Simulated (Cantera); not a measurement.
A closed system holds: 1 mol Cu, 1.1 mol CO2, 8.1 mol H2, 0.23 mol NH3, at 1775 K and 12.0 Pa.

Method: chemical equilibrium by Gibbs-energy minimisation in Cantera with the NASA 1993 tables (ideal gas, pure condensed phases). Candidate condensed phases: C, C6H6, C7H8, C8H18, Cu, CuO, Cu(OH)2, Cu2O, H2O; 139 gas species. The numbers say what is thermodynamically allowed, not how fast it happens.

Base state: H2 0.675, CO 0.0982, H2O 0.0980, Cu 0.0928, H 0.0217, N2 0.0107, CO2 0.00384, OH 0.000196 (mole fractions); condensed: gas only.

Task: What changes in the equilibrium state with this change: pressure from 12.0 Pa to 0.133 bar?

Result: 
```csv
species,before,after
H2,0.675,0.762
CO,0.0982,0.109
H2O,0.0980,0.109
Cu,0.0928,0.00303
H,0.0217,0.000692
N2,0.0107,0.0119
OH,0.000196,6.18e-6
CO2,0.00384,0.00421
"Cu(l), mol",0,0.971
```

Task: What changes in the equilibrium state with this change: temperature from 1775 K to 1050 K?

Result: 
| species | before | after |
|---|---|---|
| H2 | 0.675 | 0.775 |
| H2O | 0.0980 | 0.0990 |
| CO | 0.0982 | 0.0990 |
| Cu | 0.0928 | 8.77e-7 |
| H | 0.0217 | 6.52e-7 |
| CO2 | 0.00384 | 0.0149 |
| N2 | 0.0107 | 0.0119 |
| OH | 0.000196 | <1e-9 |
| Cu(s), mol | 0 | 1.000 |
